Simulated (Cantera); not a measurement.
A perfectly stirred reactor is fed with CO : H₂ : CH₄ : O₂ : N₂ = 1 : 0.62 : 0.35 : 1.37 : 5.16 (molar parts), at 48000 Pa; it is adiabatic with a 800 K inlet, and is followed from long to short residence time, starting on the burning branch (τ in s: 0.24, 0.07, 0.02, 0.0059, 0.0017, 0.00049, 0.00014, 4e-05, 1.2e-05).

Model: GRI-Mech 3.0 (53 species, 325 reactions), integrated in Cantera.

Q: What does this change do: CH4 0.35 to 0.23 parts?

A: 
```csv
quantity,before,after
"blow-out, bracketed by the residence times tried","burning at 40.0 µs, out at 12.0 µs","burning at 40.0 µs, out at 12.0 µs"
x(CO) at τ = 0.240 s,0.0562,0.0339
x(H₂) at τ = 0.240 s,0.0118,0.00570
x(CH₄) at τ = 0.240 s,2.93e-7,2.15e-7
x(NO) at τ = 0.240 s,0.00449,0.00623
x(HO₂) at τ = 0.240 s,1.60e-6,2.48e-6
x(CO) at τ = 1.70 ms,0.0725,0.0561
x(H₂) at τ = 1.70 ms,0.0188,0.0121
x(CH₄) at τ = 1.70 ms,2.02e-5,1.50e-5
x(NO) at τ = 1.70 ms,0.000247,0.000196
x(HO₂) at τ = 1.70 ms,2.68e-6,3.72e-6
```
